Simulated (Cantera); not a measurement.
Input: 1 mol Si3N4, 0.42 mol N2O, 68 mol H2, at 0.190 Pa.

Equilibrium computed with Cantera from the NASA thermochemical tables; the gas is ideal and each condensed phase is pure. Candidate condensed phases: H2O, Si, SiO2, Si2N2O, Si3N4; 35 gas species. Mutual solubility and eutectic melting of coexisting phases are not modelled. Rates play no part.

x: gas mole fraction; n: condensed amount in mol.

| T (°C) | x H2 | x H | x N2 | x Si | x SiO | n Si2N2O(s) | n Si3N4(s) | n Si(s) |
|---|---|---|---|---|---|---|---|---|
| 750 | 0.992 | 2.99e-6 | 0.00817 | 6.35e-12 | ? | 0.420 | 0.720 | 0 |
| 850 | 0.992 | 3.08e-5 | 0.00817 | 9.25e-9 | ? | 0.420 | 0.720 | 0 |
| 950 | 0.971 | 0.000215 | 0.0287 | 1.69e-6 | ? | 0.412 | 0 | 2.17 |
| 1050 | 0.959 | 0.00113 | 0.0341 | 4.67e-5 | 0.00593 | 0 | 0 | 2.58 |
| 1150 | 0.955 | 0.00471 | 0.0341 | 0.000804 | 0.00591 | 0 | 0 | 2.52 |
| 1250 | 0.935 | 0.0162 | 0.0336 | 0.00949 | 0.00582 | 0 | 0 | 1.89 |
| 1350 | 0.881 | 0.0471 | 0.0322 | 0.0341 | 0.00559 | 0 | 0 | 0 |
| 1450 | 0.811 | 0.119 | 0.0310 | 0.0330 | 0.00538 | 0 | 0 | 0 |
| 1550 | 0.677 | 0.259 | 0.0287 | 0.0306 | ? | 0 | 0 | 0 |
| 1650 | 0.473 | 0.470 | 0.0252 | 0.0269 | ? | 0 | 0 | 0 |
| 1750 | 0.255 | 0.696 | 0.0215 | 0.0229 | ? | 0 | 0 | 0 |
| 1850 | 0.107 | 0.851 | 0.0189 | 0.0202 | 0.00329 | 0 | 0 | 0 |
| 1950 | 0.0393 | 0.921 | 0.0178 | 0.0190 | 0.00309 | 0 | 0 | 0 |

Question: Complete the blanks.

Answer: 
- 750, x SiO: 2.30e-9
- 850, x SiO: 1.06e-6
- 950, x SiO: 0.000119
- 1550, x SiO: 0.00498
- 1650, x SiO: 0.00438
- 1750, x SiO: 0.00373
